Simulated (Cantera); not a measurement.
A perfectly stirred reactor is fed with CH₄ : N₂ = 1 : 99 (molar parts), at 0.0132 atm; it is held at 1750 K, and followed from long to short residence time.

Computed with Cantera and GRI-Mech 3.0 (53 species, 325 reactions). GRI-Mech 3.0 stops at C3 and has no aromatics, soot or wall deposition, so with more carbon than oxygen in the feed, carbon stays in small species such as C2H2 where larger ones or solid carbon would form. Radical loss at walls, strong at low pressure, is not modelled.

**Question.** What does this change do: pressure from 0.0132 atm to 0.000563 atm?

**Answer.** 
| quantity | before | after |
|---|---|---|
| x(CH₄) at τ = 21.0 s | 0.000369 | 0.00294 |
| x(C₂H₂) at τ = 21.0 s | 0.00463 | 0.00332 |
| x(H₂) at τ = 21.0 s | 0.0142 | 0.0102 |
| x(H) at τ = 21.0 s | 9.49e-5 | 4.31e-5 |
| x(HCN) at τ = 21.0 s | 0.000215 | 9.29e-6 |
| x(CH₄) at τ = 0.100 s | 0.00814 | 0.00997 |
| x(C₂H₂) at τ = 0.100 s | 0.000560 | 2.33e-8 |
| x(H₂) at τ = 0.100 s | 0.00223 | 1.29e-5 |
| x(H) at τ = 0.100 s | 8.72e-6 | 6.28e-7 |
| x(HCN) at τ = 0.100 s | 1.62e-7 | 1.10e-11 |
